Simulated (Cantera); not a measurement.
Cantera run:

```python
import numpy as np
import cantera as ct

gas_names = """
    B BCL BCL2 BCL3 BN BO BOCL BO2 B2 B2O B2O2 B2O3 B3O3CL3 CL CLO CL2 N NO NO2 NO3 N2 N2O O O2 O3
""".split()
cond_names = """
    B(b) B(L) BN(s) B2O3(L)
""".split()


def load(file, names, dense=False):
    # The tables refer to 1 bar. Condensed volumes are neglected.
    table = {s.name: s for s in ct.Species.list_from_file(file)}
    out = []
    for n in names:
        d = dict(table[n].input_data)
        d["thermo"] = dict(d["thermo"], **{"reference-pressure": 1e5})
        if dense:
            d["equation-of-state"] = {"model": "constant-volume", "density": "1e6 g/cm^3"}
        out.append(ct.Species.from_dict(d))
    return out


gas = ct.Solution(thermo="ideal-gas", species=load("nasa_gas.yaml", gas_names))
cond = {s.name: ct.Solution(thermo="fixed-stoichiometry", species=[s], name=s.name)
        for s in load("nasa_condensed.yaml", cond_names, dense=True)}
atoms = {
    'BCl3': {'B': 1, 'CL': 3},
    'O2': {'O': 2},
    'N2': {'N': 2},
}
top_T = {'BN(s)': 3200}  # K; cautious upper limits of use, not melting points


def equilibrate(T, P, feed):
    n = {}
    for name, mol in feed.items():
        for a, k in atoms[name].items():
            n[a] = n.get(a, 0.0) + k * mol
    gas.TPX = T, P, n
    mass = sum(n.values()) * gas.mean_molecular_weight
    gas.equilibrate("TP")
    valid = [c for c in cond.values() if c.min_temp <= T <= top_T.get(c.name, c.max_temp)]
    mix = ct.Mixture([(gas, mass / gas.mean_molecular_weight)] + [(c, 0.0) for c in valid])
    mix.T, mix.P = T, P
    mix.equilibrate("TP", solver="vcs", rtol=1e-11, max_steps=5000)
    return mix


results = []
feed = {'BCl3': 1, 'O2': 0.45, 'N2': 2.2}  # mol
P = 1333.22  # Pa
for T in [1198, 1223, 1248, 1273, 1298, 1323, 1348, 1373, 1398, 1423, 1448, 1473]:
    mix = equilibrate(T, P, feed)
    results.append((T, P, feed, dict(zip(mix.species_names, mix.species_moles))))

top = {s: max(r[3][s] / sum(r[3][g] for g in gas_names) for r in results) for s in gas_names}
cols = sorted((s for s in top if top[s] > 0.001), key=lambda s: -top[s])[:7]
seen = [c for c in cond_names if any(r[3].get(c, 0) > 1e-12 for r in results)]
print("log10 of partial pressures in bar; condensed amounts in mol")
print(f"{'T/K':>10s}" + "".join(f"{s[:9]:>10s}" for s in cols + seen))
for T, P, feed, n in results:
    ng = sum(n[g] for g in gas_names)
    print(f"{T:10.4g}" + "".join(f"{np.log10(max(n[s] / ng * P / 1e5, 1e-99)):10.3f}" for s in cols)
          + "".join(f"{n.get(c, 0):10.4g}" for c in seen))
```

It prints:

```
log10 of partial pressures in bar; condensed amounts in mol
       T/K        N2       CL2        CL      BCL3   B3O3CL3      BOCL   B2O3(L)
      1198    -2.081    -2.487    -3.578    -2.928    -3.485    -5.455     0.213
      1223    -2.082    -2.493    -3.470    -2.932    -3.478    -5.254     0.211
      1248    -2.084    -2.501    -3.366    -2.936    -3.472    -5.062    0.2092
      1273    -2.086    -2.510    -3.268    -2.941    -3.467    -4.877    0.2072
      1298    -2.088    -2.522    -3.175    -2.946    -3.462    -4.700    0.2052
      1323    -2.091    -2.536    -3.087    -2.952    -3.460    -4.530    0.2031
      1348    -2.094    -2.553    -3.004    -2.958    -3.458    -4.367    0.2007
      1373    -2.098    -2.573    -2.925    -2.966    -3.458    -4.211    0.1979
      1398    -2.102    -2.597    -2.852    -2.975    -3.460    -4.061    0.1946
      1423    -2.107    -2.625    -2.783    -2.985    -3.463    -3.917    0.1905
      1448    -2.113    -2.658    -2.720    -2.997    -3.469    -3.779    0.1852
      1473    -2.120    -2.696    -2.662    -3.012    -3.478    -3.647    0.1782
```

Equilibrium computed with Cantera from the NASA thermochemical tables; the gas is ideal and each condensed phase is pure. The tables' values for BOCl are old estimates; treat these amounts as uncertain.
